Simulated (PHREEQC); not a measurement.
Make-up at 15 °C: 0.0012 mol/kgw NaHSO4, 4e-05 mol/kgw NaOH and 0.013 mol/kgw NaCl. Closed to the air; pH follows from the charge balance.

All values are PHREEQC results (ion-association model, wateq4f.dat), not measurements.

- pH: 3.00
- ionic strength: 0.0164 mol/kgw
- total alkalinity: -1.16 meq/kg

```
species  molality  activity   log γ
-------  --------  --------  ------
Na+        0.0142    0.0125  -0.054
Cl-        0.0130    0.0114  -0.056
H+        0.00110  0.000989  -0.047
SO4-2     0.00110  0.000671  -0.213
HSO4-     5.93e-5   5.23e-5  -0.054
NaSO4-    4.46e-5   3.95e-5  -0.052
```

Precipitation was switched off in this run.
